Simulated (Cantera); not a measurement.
Moist CO burnout

An isothermal, constant-pressure homogeneous reactor starts with CO : O2 : H2O : N2 : H2 = 0.0019 : 0.019 : 0.0056 : 1 : 0.0018 (molar parts), equivalence ratio 0.097, at 1300 K and 10.0 bar.

Detailed kinetics in Cantera: GRI-Mech 3.0 (53 species, 325 reactions). The hydrogen kinetics of GRI-Mech 3.0 are dated; newer H2 mechanisms differ, most at raised pressure.

| t (s) | x CO | x O2 | x H2O | x NO | x O | x H2O2 |
|---|---|---|---|---|---|---|
| 8.00e-5 | 0.00185 | 0.0185 | 0.00545 | <1e-12 | 2.21e-7 | 2.47e-9 |
| 0.000215 | 0.00174 | 0.0180 | 0.00620 | 2.27e-9 | 3.02e-5 | 1.49e-6 |
| 0.000576 | 0.00144 | 0.0175 | 0.00705 | 5.44e-9 | 7.23e-6 | 2.60e-7 |
| 0.00155 | 0.00117 | 0.0173 | 0.00718 | 6.44e-9 | 3.25e-6 | 7.90e-8 |
| 0.00415 | 0.000766 | 0.0171 | 0.00720 | 8.74e-9 | 1.89e-6 | 3.74e-8 |
| 0.0111 | 0.000306 | 0.0169 | 0.00720 | 1.32e-8 | 7.85e-7 | 1.17e-8 |
| 0.0299 | 4.98e-5 | 0.0167 | 0.00721 | 1.94e-8 | 1.69e-7 | 2.29e-9 |
| 0.0803 | 2.34e-6 | 0.0167 | 0.00721 | 2.52e-8 | 2.86e-8 | 5.83e-10 |
| 0.215 | 2.73e-8 | 0.0167 | 0.00721 | 2.65e-8 | 9.45e-9 | 2.08e-10 |
| 0.578 | 7.03e-10 | 0.0167 | 0.00721 | 2.67e-8 | 7.32e-9 | 1.62e-10 |
| 1.55 | 6.97e-10 | 0.0167 | 0.00721 | 2.69e-8 | 7.28e-9 | 1.62e-10 |
| 4.16 | 6.97e-10 | 0.0167 | 0.00721 | 2.73e-8 | 7.28e-9 | 1.62e-10 |
| 11.2 | 6.97e-10 | 0.0167 | 0.00721 | 2.85e-8 | 7.28e-9 | 1.62e-10 |
| 30.0 | 6.97e-10 | 0.0167 | 0.00721 | 3.18e-8 | 7.28e-9 | 1.62e-10 |
x: mole fraction; the columns are a selection and need not sum to one.

Equilibrium at this temperature and pressure: CO 6.99e-10, O2 0.0166, H2O 0.00721, NO 0.000125, O 7.26e-9, H2O2 1.61e-10 (gas phase only).
